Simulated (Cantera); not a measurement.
What does this Cantera script print?

```python
import numpy as np
import cantera as ct

gas_names = """
    CL CL2 H HCL H2 Si SiCL SiCL2 SiCL3 SiCL4 SiH SiHCL3 SiH2 SiH2CL2 SiH3 SiH3CL SiH4 Si2 Si3
""".split()
cond_names = """
    Si(cr) Si(L)
""".split()


# ... load() reads the species with a 1 bar reference pressure and builds the phases ...
atoms = {
    'Si': {'Si': 1},
    'HCl': {'H': 1, 'CL': 1},
    'H2': {'H': 2},
}
top_T = {}  # K; cautious upper limits of use, not melting points


# ... equilibrate(T, P, feed) seeds the gas with the atoms and calls Mixture.equilibrate('TP', solver="vcs", rtol=1e-11, max_steps=5000) ...
results = []
feed = {'Si': 1, 'HCl': 9.3, 'H2': 3.3}  # mol
T = 1473.15  # K
P = 70000  # Pa
mix = equilibrate(T, P, feed)
results.append((T, P, feed, dict(zip(mix.species_names, mix.species_moles))))
print(gas.report(threshold=0.0001))
for i in range(1, mix.n_phases):
    print(f"{mix.phase(i).name:16s} {mix.phase_moles(i):12.5e} mol")
```

Output:

```
       temperature   1473.2 K
          pressure   70000 Pa
           density   0.18215 kg/m^3
  mean mol. weight   31.873 kg/kmol
   phase of matter   gas

                          1 kg             1 kmol
                     ---------------   ---------------
          enthalpy       -1.6146e+06       -5.1461e+07  J
   internal energy       -1.9989e+06        -6.371e+07  J
           entropy            7608.6        2.4251e+05  J/K
    Gibbs function       -1.2823e+07       -4.0871e+08  J
 heat capacity c_p            1219.7             38875  J/K
 heat capacity c_v            958.83             30561  J/K

                      mass frac. Y      mole frac. X     chem. pot. / RT
                     ---------------   ---------------   ---------------
               HCL            0.5482           0.47926           -33.978
                H2          0.027543           0.43545           -19.738
             SiCL2           0.01776         0.0057188           -58.427
             SiCL3          0.043536          0.010322           -82.536
             SiCL4           0.33959          0.063713           -106.64
            SiHCL3          0.023122         0.0054412           -92.405
     [  +13 minor]         0.0002418        9.2101e-05

Si(cr)            0.00000e+00 mol
```

Method: chemical equilibrium by Gibbs-energy minimisation in Cantera with the NASA 1993 tables (ideal gas, pure condensed phases). The tables' values for SiCl3 are old estimates; treat these amounts as uncertain.
